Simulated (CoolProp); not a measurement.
A simple Rankine cycle with water: condensing at 329.15 K, boiler at 15.5 MPa, turbine inlet 768 K, turbine efficiency 0.6, pump efficiency 0.8, no recuperator. Each further row changes one setting.

Model: reference Helmholtz-energy equation of state, Wagner 2002, in CoolProp.

```csv
case,thermal efficiency (%),net work (kJ/kg),heat in (kJ/kg),turbine exit temperature (K),volume ratio over the turbine
as stated,23.8,[?],3030,329.1,451
turbine inlet 788 K,[?],742,[?],329.1,439
condensing temperature 321.15 K,24.4,749,3070,321.1,648
boiler pressure 10.8 MPa,23.2,720,3100,337.4,314
turbine efficiency 0.5,19.7,598,3030,365.0,[?]
```

Question: Fill in the missing entries.

Answer: 
- as stated, net work (kJ/kg): 722
- turbine inlet 788 K, thermal efficiency (%): 24.0
- turbine inlet 788 K, heat in (kJ/kg): 3090
- turbine efficiency 0.5, volume ratio over the turbine: 513

The expansion ends wet for: as stated; turbine inlet 788 K; condensing temperature 321.15 K.
